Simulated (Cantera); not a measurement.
A Cantera script and its output.

```python
import numpy as np
import cantera as ct

gas = ct.Solution("gri30.yaml")


def delay(T, t_max=10):
    gas.TPX = T, 110000, {'CH4': 1, 'O2': 2.9, 'N2': 14.8}
    reactor = ct.IdealGasConstPressureReactor(gas, clone=False)
    net = ct.ReactorNet([reactor])
    net.rtol, net.atol = 1e-8, 1e-16
    while net.time < t_max:
        t_old, T_old = net.time, reactor.T
        net.step()
        if reactor.T > T + 400:  # ignition: a rise of 400 K
            return t_old + (T + 400 - T_old) / (reactor.T - T_old) * (net.time - t_old)
    return np.nan


taus = []
for T in [1025, 1075, 1125, 1175, 1225, 1275, 1325]:
    taus.append(delay(T))
    print(f"T0 = {T:6g} K   tau = {taus[-1]:.4e} s")
```

Output:

```
T0 =   1025 K   tau = 7.0984e-01 s
T0 =   1075 K   tau = 3.0947e-01 s
T0 =   1125 K   tau = 1.4051e-01 s
T0 =   1175 K   tau = 6.6331e-02 s
T0 =   1225 K   tau = 3.2511e-02 s
T0 =   1275 K   tau = 1.6516e-02 s
T0 =   1325 K   tau = 8.6848e-03 s
```

Cantera simulation using GRI-Mech 3.0 (53 species, 325 reactions); the numbers are that mechanism's predictions, not measurements.
